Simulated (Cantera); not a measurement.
## Equilibrium for abatement and gas-phase synthesis: SF₆ + O₂

Feed: 1 mol SF₆, 0.021 mol O₂, at 775 K and 100 bar.

Method: chemical equilibrium by Gibbs-energy minimisation in Cantera with the NASA 1993 tables (ideal gas, pure condensed phases). Candidate condensed phases: S; 25 gas species. The ideal-gas law is rough above about 30 bar. Equilibrium is a limit: real reactors are often held back by kinetics, nucleation or transport.

```
Property                             Value
-------------------------------  ---------
x(SF₆)                               0.979
x(O₂)                               0.0206
gas amount                       1.021 mol
log10 activity of S(l) (absent)     -42.30
```
